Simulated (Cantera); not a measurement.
Charge: 1 mol B₂O₃, 0.51 mol N₂, at 2173 K and 75.0 Torr.

Cantera equilibrium calculation (NASA polynomials, part measured and part estimated; ideal gas, pure solids and liquids). Candidate condensed phases: B, BN, B₂O₃; 17 gas species. Equilibrium is a limit: real reactors are often held back by kinetics, nucleation or transport.

Base state: B₂O₃ 0.653, N₂ 0.336, BO₂ 0.00557, BO 0.00393, B₂O₂ 0.000921, NO 5.43e-5, O 2.31e-5, O₂ 1.03e-5 (mole fractions); condensed: gas only.

Task: What changes in the equilibrium state with this change: temperature from 2173 K to 1798.15 K?

Result: 
```json
[
 {"species": "N₂", "before": "0.336", "after": "0.966"},
 {"species": "B₂O₃", "before": "0.653", "after": "0.0334"},
 {"species": "BO₂", "before": "0.00557", "after": "5.73e-5"},
 {"species": "O₂", "before": "1.03e-5", "after": "2.33e-8"},
 {"species": "O", "before": "2.31e-5", "after": "5.77e-8"},
 {"species": "B₂O₃(l), mol", "before": "0", "after": "0.982"}
]
```

Task: What changes in the equilibrium state with this change: temperature from 2173 K to 1073 K?

Result: 
```tsv
species	before	after
N₂	0.336	1.00
B₂O₃	0.653	<1e-9
BO₂	0.00557	<1e-9
BO	0.00393	<1e-9
B₂O₂	0.000921	<1e-9
NO	5.43e-5	<1e-9
O	2.31e-5	<1e-9
O₂	1.03e-5	<1e-9
B₂O₃(l), mol	0	1.00
```
